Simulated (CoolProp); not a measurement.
Vapour-liquid equilibrium of carbon dioxide (1) + isobutane (2) at -10.95 °C; x and y are mole fractions of (1).

Model: multi-fluid Helmholtz-energy mixture model, Span 1996 and Bücker 2006; pair parameters Kunz 2012, in CoolProp.

```json
[
 {"x": "0.05", "bubble pressure (bar)": "2.826", "y at the bubble point": "0.629", "dew pressure at overall composition x (bar)": "1.101", "liquid density (mol/L)": "10.41"},
 {"x": "0.125", "bubble pressure (bar)": "5.540", "y at the bubble point": "0.812", "dew pressure at overall composition x (bar)": "1.197", "liquid density (mol/L)": "10.76"},
 {"x": "0.2", "bubble pressure (bar)": "8.143", "y at the bubble point": "0.874", "dew pressure at overall composition x (bar)": "1.311", "liquid density (mol/L)": "11.17"},
 {"x": "0.275", "bubble pressure (bar)": "10.51", "y at the bubble point": "0.904", "dew pressure at overall composition x (bar)": "1.448", "liquid density (mol/L)": "11.65"},
 {"x": "0.35", "bubble pressure (bar)": "12.59", "y at the bubble point": "0.921", "dew pressure at overall composition x (bar)": "1.617", "liquid density (mol/L)": "12.20"},
 {"x": "0.425", "bubble pressure (bar)": "14.37", "y at the bubble point": "0.933", "dew pressure at overall composition x (bar)": "1.828", "liquid density (mol/L)": "12.83"},
 {"x": "0.5", "bubble pressure (bar)": "15.91", "y at the bubble point": "0.942", "dew pressure at overall composition x (bar)": "2.102", "liquid density (mol/L)": "13.55"},
 {"x": "0.575", "bubble pressure (bar)": "17.27", "y at the bubble point": "0.949", "dew pressure at overall composition x (bar)": "2.472", "liquid density (mol/L)": "14.38"},
 {"x": "0.65", "bubble pressure (bar)": "18.55", "y at the bubble point": "0.955", "dew pressure at overall composition x (bar)": "2.998", "liquid density (mol/L)": "15.33"},
 {"x": "0.725", "bubble pressure (bar)": "19.83", "y at the bubble point": "0.962", "dew pressure at overall composition x (bar)": "3.806", "liquid density (mol/L)": "16.44"},
 {"x": "0.8", "bubble pressure (bar)": "21.19", "y at the bubble point": "0.969", "dew pressure at overall composition x (bar)": "5.208", "liquid density (mol/L)": "17.73"},
 {"x": "0.875", "bubble pressure (bar)": "22.70", "y at the bubble point": "0.978", "dew pressure at overall composition x (bar)": "8.219", "liquid density (mol/L)": "19.25"},
 {"x": "0.95", "bubble pressure (bar)": "24.44", "y at the bubble point": "0.990", "dew pressure at overall composition x (bar)": "17.54", "liquid density (mol/L)": "21.05"}
]
```

No azeotrope shows between x = 0.05 and 0.95.

Pair parameters are fitted to limited data, so mixtures are less certain than the pure fluids. The gap from Raoult's law changes sign with composition, which may be real or a fault of the pair parameters; it wasn't checked against measurements.
